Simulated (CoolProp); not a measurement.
Water along the isotherm 343.05 °C: Z from the reference equation and from simpler models built on Tc = 373.9 °C, pc = 22060 kPa, ω = 0.344; each cubic takes its own stable root.

The numbers come from the reference Helmholtz-energy equation of state, Wagner 2002 in CoolProp.

```tsv
p (kPa)	phase	reference	van der Waals	Redlich-Kwong	Soave-Redlich-Kwong	Peng-Robinson
7140	gas	0.8468	0.8796	0.8596	0.8547	0.8421
14300	gas	0.5952	0.7123	0.6647	0.6457	0.6220
21400	liquid	0.1189	0.2432	0.1881	0.1787	0.1590
28600	liquid	0.1528	0.3000	0.2346	0.2263	0.2016
35700	liquid	0.1854	0.3576	0.2798	0.2719	0.2424
42900	liquid	0.2177	0.4155	0.3246	[?]	[?]
50000	liquid	0.2489	[?]	0.3679	0.3602	0.3215
57100	liquid	0.2796	0.5273	0.4104	0.4027	0.3596
64300	liquid	0.3102	0.5830	0.4527	0.4450	0.3976
71400	liquid	0.3399	0.6372	0.4937	[?]	0.4344
78600	liquid	0.3696	0.6916	0.5348	0.5271	0.4712
85700	liquid	0.3986	0.7447	0.5748	0.5671	0.5071
92900	liquid	0.4276	0.7981	[?]	0.6071	0.5431
100000	liquid	0.4559	0.8503	[?]	0.6462	[?]
```

Complete the blanks.


- 42900, Soave-Redlich-Kwong: 0.3168
- 42900, Peng-Robinson: 0.2827
- 50000, van der Waals: 0.4718
- 71400, Soave-Redlich-Kwong: 0.4861
- 92900, Redlich-Kwong: 0.6148
- 100000, Redlich-Kwong: 0.6539
- 100000, Peng-Robinson: 0.5782
